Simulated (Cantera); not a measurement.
Input: 1 mol c-C₄F₈, 0.57 mol H₂, held at 11.3 Torr.

Cantera equilibrium calculation (NASA polynomials, part measured and part estimated; ideal gas, pure solids and liquids). Candidate condensed phases: C, C₆H₆, C₇H₈, C₈H₁₈; 95 gas species. The feed counts by its element totals alone. Condensed phases not in the tables: fluorocarbon polymer. Gases not in the tables: C₂F₆ and larger saturated fluorocarbons. Kinetics and transport are ignored.

log p: log10 of the partial pressure in bar; n: condensed amount in mol.

```json
[
 {"T (K)": "723", "log p CF₄": "-2.05", "log p HF": "-2.22", "log p CF₂": "<-13", "log p F": "<-13", "log p CF₃": "<-13", "log p CF": "<-13", "log p CHF₃": "-9.20", "n C(graphite)": "2.29"},
 {"T (K)": "873", "log p CF₄": "-2.05", "log p HF": "-2.22", "log p CF₂": "-12.44", "log p F": "<-13", "log p CF₃": "-11.74", "log p CF": "<-13", "log p CHF₃": "-8.67", "n C(graphite)": "2.29"},
 {"T (K)": "1023", "log p CF₄": "-2.05", "log p HF": "-2.22", "log p CF₂": "-9.96", "log p F": "-11.35", "log p CF₃": "-9.73", "log p CF": "<-13", "log p CHF₃": "-8.30", "n C(graphite)": "2.29"},
 {"T (K)": "1173", "log p CF₄": "-2.05", "log p HF": "-2.22", "log p CF₂": "-8.12", "log p F": "-9.29", "log p CF₃": "-8.24", "log p CF": "<-13", "log p CHF₃": "-8.02", "n C(graphite)": "2.29"},
 {"T (K)": "1323", "log p CF₄": "-2.05", "log p HF": "-2.22", "log p CF₂": "-6.70", "log p F": "-7.69", "log p CF₃": "-7.10", "log p CF": "-12.26", "log p CHF₃": "-7.80", "n C(graphite)": "2.28"},
 {"T (K)": "1473", "log p CF₄": "-2.05", "log p HF": "-2.22", "log p CF₂": "-5.57", "log p F": "-6.42", "log p CF₃": "-6.18", "log p CF": "-10.31", "log p CHF₃": "-7.63", "n C(graphite)": "2.28"},
 {"T (K)": "1623", "log p CF₄": "-2.05", "log p HF": "-2.22", "log p CF₂": "…", "log p F": "…", "log p CF₃": "…", "log p CF": "…", "log p CHF₃": "…", "n C(graphite)": "2.28"},
 {"T (K)": "1773", "log p CF₄": "-2.05", "log p HF": "-2.23", "log p CF₂": "…", "log p F": "…", "log p CF₃": "…", "log p CF": "…", "log p CHF₃": "…", "n C(graphite)": "2.27"},
 {"T (K)": "1923", "log p CF₄": "-2.07", "log p HF": "-2.23", "log p CF₂": "-3.28", "log p F": "-3.80", "log p CF₃": "-4.33", "log p CF": "-6.30", "log p CHF₃": "-7.29", "n C(graphite)": "2.24"}
]
```

Problem. Some entries are withheld; supply them.

Solution. 
- 1623, log p CF₂: -4.66
- 1623, log p F: -5.38
- 1623, log p CF₃: -5.44
- 1623, log p CF: -8.72
- 1623, log p CHF₃: -7.49
- 1773, log p CF₂: -3.90
- 1773, log p F: -4.52
- 1773, log p CF₃: -4.83
- 1773, log p CF: -7.41
- 1773, log p CHF₃: -7.37
